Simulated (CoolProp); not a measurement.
Vapour-liquid equilibrium of acetone (1) + methanol (2) at 254.8 K; x and y are mole fractions of (1).

Computed with CoolProp (multi-fluid Helmholtz-energy mixture model, Lemmon 2006 and de Reuck 1993; pair parameters Bell 2016).

```csv
x,"bubble pressure, mixture model (MPa)","bubble pressure, Raoult's law (MPa)","y, mixture model","y, Raoult's law"
0.05,0.001480,0.001266,0.251,0.128
0.15,0.001938,0.001473,0.475,0.330
0.25,0.002246,0.001680,0.582,0.481
0.35,0.002469,0.001888,0.649,0.600
0.45,0.002644,0.002095,0.700,0.695
0.55,0.002791,0.002303,0.746,0.773
0.65,0.002921,0.002510,0.790,0.838
0.75,0.003037,0.002717,0.838,0.893
0.85,0.003138,0.002925,0.892,0.940
0.95,0.003213,0.003132,0.959,0.981
```

The largest gap from Raoult's law is +33.7 % in bubble pressure, at x = 0.25. No azeotrope shows between x = 0.05 and 0.95.

The pair parameters rest on a limited set of measurements; away from them the model extrapolates.
